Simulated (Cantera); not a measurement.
# Stirred combustor or abatement burner

A perfectly stirred reactor is fed with 20.9 % H₂, 16.6 % O₂, 62.5 % N₂, equivalence ratio 0.63, at 1.00 atm; it is adiabatic with a 673 K inlet, and is followed from long to short residence time, starting on the burning branch (τ in s: 0.026, 0.014, 0.0078, 0.0043, 0.0024, 0.0013, 0.00071, 0.00039, 0.00021, 0.00012, 6.4e-05, 3.5e-05, 1.9e-05).

Model: the H2/O2 subset of GRI-Mech 3.0, which has no nitrogen chemistry, integrated in Cantera.

| τ (s) | T (K) | x H₂ | x O₂ | x OH | x H₂O₂ | x O |
|---|---|---|---|---|---|---|
| 0.026 | 2174 | 0.00137 | 0.0670 | 0.00631 | 1.94e-7 | 0.000915 |
| 0.014 | 2167 | 0.00172 | 0.0668 | 0.00698 | 1.99e-7 | 0.00114 |
| 0.0078 | 2156 | 0.00227 | 0.0667 | 0.00789 | 2.11e-7 | 0.00150 |
| 0.0043 | 2139 | 0.00313 | 0.0666 | 0.00907 | 2.34e-7 | 0.00206 |
| 0.0024 | 2114 | 0.00435 | 0.0665 | 0.0104 | 2.70e-7 | 0.00287 |
| 0.0013 | 2079 | 0.00611 | 0.0665 | 0.0119 | 3.27e-7 | 0.00407 |
| 0.00071 | 2031 | 0.00836 | 0.0667 | 0.0132 | 4.09e-7 | 0.00564 |
| 0.00039 | 1970 | 0.0111 | 0.0673 | 0.0141 | 5.30e-7 | 0.00757 |
| 0.00021 | 1892 | 0.0143 | 0.0683 | 0.0145 | 7.33e-7 | 0.00985 |
| 0.00012 | 1808 | 0.0175 | 0.0698 | 0.0142 | 1.05e-6 | 0.0120 |
| 6.4e-5 | 1701 | 0.0217 | 0.0723 | 0.0132 | 1.69e-6 | 0.0140 |
| 3.5e-5 | 1586 | 0.0274 | 0.0764 | 0.0115 | 2.83e-6 | 0.0150 |
| 1.9e-5 | 1455 | 0.0396 | 0.0845 | 0.00913 | 4.89e-6 | 0.0139 |
x: mole fraction; the columns are a selection and need not sum to one.
